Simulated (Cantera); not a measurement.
Aluminium nitride and oxide growth: Al(CH₃)₃ + NH₃ + N₂

A closed system holds: 1 mol Al(CH₃)₃, 1.6 mol NH₃, 230 mol N₂, held at 1330 Pa.

These are equilibrium values from Cantera (NASA tables, ideal gas, pure condensed phases), not measurements of a reactor. Candidate condensed phases: Al, AlN, C, C₆H₆, C₇H₈, C₈H₁₈; 97 gas species. The feed counts by its element totals alone. Rates play no part.

From 973 K to 1873 K the condensed part is AlN(s) + C(graphite). From 1973 K to 2073 K the condensed part is C(graphite).

```json
[
 {"T (K)": "973", "x N₂": "0.971", "x H₂": "0.0291", "x Al": "<1e-12", "x H": "1.60e-9", "x HCN": "5.59e-7", "x HNC": "6.74e-10", "x C₂H₂ (acetylene)": "1.57e-11", "n AlN(s)": "1.00", "n C(graphite)": "3.00"},
 {"T (K)": "1073", "x N₂": "0.971", "x H₂": "0.0291", "x Al": "<1e-12", "x H": "2.07e-8", "x HCN": "2.59e-6", "x HNC": "6.29e-9", "x C₂H₂ (acetylene)": "2.09e-10", "n AlN(s)": "1.00", "n C(graphite)": "3.00"},
 {"T (K)": "1173", "x N₂": "0.971", "x H₂": "0.0291", "x Al": "<1e-12", "x H": "1.74e-7", "x HCN": "9.22e-6", "x HNC": "4.00e-8", "x C₂H₂ (acetylene)": "1.78e-9", "n AlN(s)": "1.00", "n C(graphite)": "3.00"},
 {"T (K)": "1273", "x N₂": "0.971", "x H₂": "0.0291", "x Al": "4.42e-12", "x H": "1.05e-6", "x HCN": "2.68e-5", "x HNC": "1.90e-7", "x C₂H₂ (acetylene)": "1.08e-8", "n AlN(s)": "1.00", "n C(graphite)": "2.99"},
 {"T (K)": "1373", "x N₂": "0.971", "x H₂": "0.0291", "x Al": "3.60e-10", "x H": "4.92e-6", "x HCN": "6.67e-5", "x HNC": "7.17e-7", "x C₂H₂ (acetylene)": "5.02e-8", "n AlN(s)": "1.00", "n C(graphite)": "2.98"},
 {"T (K)": "1473", "x N₂": "0.971", "x H₂": "0.0290", "x Al": "1.60e-8", "x H": "1.87e-5", "x HCN": "0.000146", "x HNC": "2.26e-6", "x C₂H₂ (acetylene)": "1.89e-7", "n AlN(s)": "1.000", "n C(graphite)": "2.96"},
 {"T (K)": "1573", "x N₂": "0.971", "x H₂": "0.0289", "x Al": "4.36e-7", "x H": "5.99e-5", "x HCN": "0.000289", "x HNC": "6.12e-6", "x C₂H₂ (acetylene)": "5.97e-7", "n AlN(s)": "1.000", "n C(graphite)": "2.93"},
 {"T (K)": "1673", "x N₂": "0.971", "x H₂": "0.0287", "x Al": "7.95e-6", "x H": "0.000167", "x HCN": "0.000526", "x HNC": "1.47e-5", "x C₂H₂ (acetylene)": "1.64e-6", "n AlN(s)": "0.998", "n C(graphite)": "2.87"},
 {"T (K)": "1773", "x N₂": "0.970", "x H₂": "0.0284", "x Al": "0.000104", "x H": "0.000415", "x HCN": "0.000892", "x HNC": "3.18e-5", "x C₂H₂ (acetylene)": "3.98e-6", "n AlN(s)": "0.975", "n C(graphite)": "2.78"},
 {"T (K)": "1873", "x N₂": "0.969", "x H₂": "0.0278", "x Al": "0.00103", "x H": "0.000932", "x HCN": "0.00142", "x HNC": "6.30e-5", "x C₂H₂ (acetylene)": "8.68e-6", "n AlN(s)": "0.753", "n C(graphite)": "2.64"},
 {"T (K)": "1973", "x N₂": "0.965", "x H₂": "0.0268", "x Al": "0.00416", "x H": "0.00191", "x HCN": "0.00213", "x HNC": "0.000115", "x C₂H₂ (acetylene)": "1.72e-5", "n AlN(s)": "0", "n C(graphite)": "2.45"},
 {"T (K)": "2073", "x N₂": "0.964", "x H₂": "0.0254", "x Al": "0.00416", "x H": "0.00363", "x HCN": "0.00304", "x HNC": "0.000196", "x C₂H₂ (acetylene)": "3.11e-5", "n AlN(s)": "0", "n C(graphite)": "2.21"}
]
```
x: gas mole fraction; n: condensed amount in mol.
